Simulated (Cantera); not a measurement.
## Reactions in the system Cs-H-O

Standard-state values (1 bar) from the NASA 1993 polynomials, evaluated with Cantera. Values are per mole of reaction as written; species without (g) are pure solids or liquids, kept so even where they would boil at 1 bar.

2 H2O(g) + 2 Cs = 2 CsOH + H2(g)

| T (K) | ΔH° (kJ) | ΔS° (J/K) | ΔG° (kJ) | log10 K |
|---|---|---|---|---|
| 775 | -304.1 | -137.3 | -197.6 | 13.32 |
| 825 | -301.2 | -133.8 | -190.9 | 12.08 |
| 875 | -298.4 | -130.5 | -184.3 | 11.00 |
| 925 | -295.7 | -127.5 | -177.8 | 10.04 |
| 975 | -293.1 | -124.7 | -171.5 | 9.19 |
| 1025 | -290.5 | -122.1 | -165.3 | 8.43 |
| 1075 | -288.1 | -119.8 | -159.3 | 7.74 |
| 1125 | -285.8 | -117.7 | -153.4 | 7.12 |
| 1175 | -283.6 | -115.8 | -147.5 | 6.56 |
| 1225 | -281.5 | -114.1 | -141.8 | 6.05 |
| 1275 | -279.6 | -112.6 | -136.1 | 5.58 |
